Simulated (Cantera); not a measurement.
Input (Python, Cantera) and output of one run.

```python
import numpy as np
import cantera as ct

gas_names = """
    AL ALH ALN AL2 H H2 N NH NH2 NH3 N2 N2H2 N2H4
""".split()
cond_names = """
    AL(cr) AL(L) ALN(s)
""".split()


# ... load() reads the species with a 1 bar reference pressure and builds the phases ...
atoms = {
    'AlN': {'AL': 1, 'N': 1},
    'H2': {'H': 2},
    'N2': {'N': 2},
}
top_T = {'ALN(s)': 2750}  # K; cautious upper limits of use, not melting points


# ... equilibrate(T, P, feed) seeds the gas with the atoms and calls Mixture.equilibrate('TP', solver="vcs", rtol=1e-11, max_steps=5000) ...
results = []
feed = {'AlN': 1, 'H2': 580, 'N2': 1.8}  # mol
P = 19000  # Pa
for T in [1548, 1598, 1648, 1698, 1748, 1798, 1848, 1898, 1948, 1998, 2048]:
    mix = equilibrate(T, P, feed)
    results.append((T, P, feed, dict(zip(mix.species_names, mix.species_moles))))

top = {s: max(r[3][s] / sum(r[3][g] for g in gas_names) for r in results) for s in gas_names}
cols = sorted((s for s in top if top[s] > 0.0001), key=lambda s: -top[s])[:7]
seen = [c for c in cond_names if any(r[3].get(c, 0) > 1e-12 for r in results)]
print("log10 of partial pressures in bar; condensed amounts in mol")
print(f"{'T/K':>10s}" + "".join(f"{s[:9]:>10s}" for s in cols + seen))
for T, P, feed, n in results:
    ng = sum(n[g] for g in gas_names)
    print(f"{T:10.4g}" + "".join(f"{np.log10(max(n[s] / ng * P / 1e5, 1e-99)):10.3f}" for s in cols)
          + "".join(f"{n.get(c, 0):10.4g}" for c in seen))
```

Output:

```
log10 of partial pressures in bar; condensed amounts in mol
       T/K        H2         H        N2        AL       ALH    ALN(s)
      1548    -0.723    -4.873    -3.231    -7.906    -8.264    0.9999
      1598    -0.723    -4.635    -3.231    -7.234    -7.670    0.9998
      1648    -0.723    -4.412    -3.231    -6.604    -7.112     0.999
      1698    -0.723    -4.201    -3.230    -6.012    -6.588    0.9962
      1748    -0.723    -4.003    -3.229    -5.454    -6.095    0.9868
      1798    -0.723    -3.815    -3.226    -4.930    -5.630    0.9568
      1848    -0.723    -3.637    -3.216    -4.437    -5.196    0.8684
      1898    -0.724    -3.469    -3.189    -3.980    -4.793     0.629
      1948    -0.725    -3.309    -3.130    -3.563    -4.428   0.04399
      1998    -0.725    -3.157    -3.126    -3.538    -4.452         0
      2048    -0.726    -3.013    -3.126    -3.533    -4.494         0
```

Method: chemical equilibrium by Gibbs-energy minimisation in Cantera with the NASA 1993 tables (ideal gas, pure condensed phases).
